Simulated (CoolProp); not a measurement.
Vapour-liquid equilibrium of propane (1) + R152A (2) at 0.399 bar; x and y are mole fractions of (1).

Values from CoolProp's multi-fluid Helmholtz-energy mixture model, Lemmon 2009 and Outcalt 1996; pair parameters Bell 2016.

```csv
x,bubble temperature (K),y at the bubble point,dew temperature at overall composition x (K),liquid density (mol/L)
0.05,221.9,0.385,229.0,___
0.125,215.4,0.605,227.6,15.82
0.2,212.4,0.688,226.1,15.62
0.275,211.0,0.725,224.5,15.39
0.35,210.3,0.741,222.8,15.16
0.425,210.1,0.749,220.9,14.93
0.5,210.0,0.752,218.8,14.72
0.575,210.0,0.754,216.4,14.52
0.65,209.9,0.757,213.8,14.34
0.725,209.9,___,211.0,14.17
0.8,209.9,___,209.9,14.03
0.875,210.0,0.821,210.5,13.89
0.95,210.8,0.900,211.3,13.76
```

### Question
Complete the blanks.

### Answer

- 0.05, liquid density (mol/L): 15.93
- 0.725, y at the bubble point: 0.765
- 0.8, y at the bubble point: 0.783

y crosses x between x = 0.725 and 0.8: the model has an azeotrope there.

Pair parameters are fitted to limited data, so mixtures are less certain than the pure fluids. With so large a gap from Raoult's law the liquid may split in two, which this calculation doesn't test in full.
